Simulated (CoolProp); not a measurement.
Vapour-liquid equilibrium of R143a (1) + R134a (2) at 295.8 K; x and y are mole fractions of (1).

Values from CoolProp's multi-fluid Helmholtz-energy mixture model, Lemmon and Jacobsen 2000 and Tillner-Roth 1994; pair parameters Lemmon 2004.

| x | bubble pressure (kPa) | y at the bubble point | dew pressure at overall composition x (kPa) | liquid density (mol/L) |
|---|---|---|---|---|
| 0.05 | 646.7 | 0.082 | 635.9 | 11.89 |
| 0.2 | 727.4 | 0.297 | 688.6 | 11.80 |
| 0.35 | 809.6 | 0.474 | 750.3 | 11.70 |
| 0.5 | 893.1 | 0.623 | 823.0 | 11.60 |
| 0.65 | 978.4 | 0.752 | 909.7 | 11.49 |
| 0.8 | 1066 | 0.866 | 1014 | 11.37 |
| 0.95 | 1156 | 0.968 | 1139 | 11.23 |

No azeotrope shows between x = 0.05 and 0.95.

The pair parameters rest on a limited set of measurements; away from them the model extrapolates.
